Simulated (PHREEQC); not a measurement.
Solution (20 °C): 0.0017 mol/kgw HF, 4.85e-05 mol/kgw NH4HF2, 0.0015 mol/kgw H2SiF6 and 7.1e-05 mol/kgw H3PO4. Closed to the air; pH follows from the charge balance.

All values are PHREEQC results (ion-association model, phreeqc.dat), not measurements.

Question: The ionic strength comes out as 0.00461 mol/kgw. What activity coefficients do HF2-, H+, NH4+, SiF6-2, F- get?

Answer: HF2- 0.93, H+ 0.94, NH4+ 0.93, SiF6-2 0.75, F- 0.93.

No solid was allowed to form. Examples of supersaturated solids here: Quartz (slow to form). Others may be too. Species that the database lacks are ignored. SiF6-2 is the database's only silicon fluoride.
